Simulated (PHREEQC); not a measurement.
**Metal-bearing waste water**

Consider water at 50 °C with 0.0015 mol ZnSO4, 3.2e-05 mol NiCl2, 6.6e-05 mol HCl and 0.0013 mol Na2SO4 per kg of water. Closed to the air; pH follows from the charge balance.

Equilibrium calculation in PHREEQC: ion-association model, wateq4f.dat.

No solid was allowed to form.

Task: Estimate the pH, ionic strength.

Result: pH 4.33; ionic strength 0.00853 mol/kgw.

Task: In which forms is Zn present?

Result: Zn+2 76 %, ZnSO4 23 % of the Zn.

Away from 25 °C the constants follow the database's enthalpies or fits; those with neither stay at their 25 °C values.
